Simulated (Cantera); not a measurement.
Feed: 1 mol SiH₄, 0.037 mol C₂H₄, 3.6 mol H₂, at 2275 K and 7.50 Torr.

Method: chemical equilibrium by Gibbs-energy minimisation in Cantera with the NASA 1993 tables (ideal gas, pure condensed phases). Candidate condensed phases: C, C₆H₆, C₇H₈, C₈H₁₈, Si, SiC; 87 gas species. Mutual solubility and eutectic melting of coexisting phases are not modelled. Gases not in the tables: Si₂H₆ and higher silanes. Kinetics and transport are ignored.

Base state: H₂ 0.837, H 0.0777, Si 0.0745, Si₂C 0.00560, SiH 0.00262, Si₂ 0.00137, SiH₂ 0.000351, Si₃ 0.000260 (mole fractions); condensed: Si(l) + SiC(s).

What changes in the equilibrium state with this change: C₂H₄ from 0.037 to 0.76 mol?


```tsv
species	before	after
H₂	0.837	0.903
H	0.0777	0.0807
Si	0.0745	0.00997
Si₂C	0.00560	0.000749
Si₃	0.000260	6.23e-7
C₂H₂ (acetylene)	5.71e-5	0.00344
C₂H	2.25e-7	1.30e-5
Si(l), mol	0.368	0
SiC(s), mol	0.0349	0.901
C(graphite), mol	0	0.542
```

What changes in the equilibrium state with this change: H₂ from 3.6 to 1500 mol?


```
species        before     after
-----------  --------  --------
H₂              0.837     0.918
H              0.0777    0.0813
Si             0.0745  0.000611
Si₂C          0.00560   2.27e-7
Si₃          0.000260     <1e-9
Si₂           0.00137   9.26e-8
Si(l), mol      0.368         0
SiC(s), mol    0.0349         0
```

What changes in the equilibrium state with this change: temperature from 2275 K to 1298.15 K?


```json
[
 {"species": "H₂", "before": "0.837", "after": "1.000"},
 {"species": "H", "before": "0.0777", "after": "1.07e-5"},
 {"species": "SiH₂", "before": "0.000351", "after": "7.41e-8"},
 {"species": "Si", "before": "0.0745", "after": "4.08e-9"},
 {"species": "Si₂C", "before": "0.00560", "after": "<1e-9"},
 {"species": "Si₂", "before": "0.00137", "after": "<1e-9"},
 {"species": "SiH", "before": "0.00262", "after": "3.42e-9"},
 {"species": "Si(l), mol", "before": "0.368", "after": "0"},
 {"species": "SiC(s), mol", "before": "0.0349", "after": "0.0740"},
 {"species": "Si(s), mol", "before": "0", "after": "0.926"}
]
```
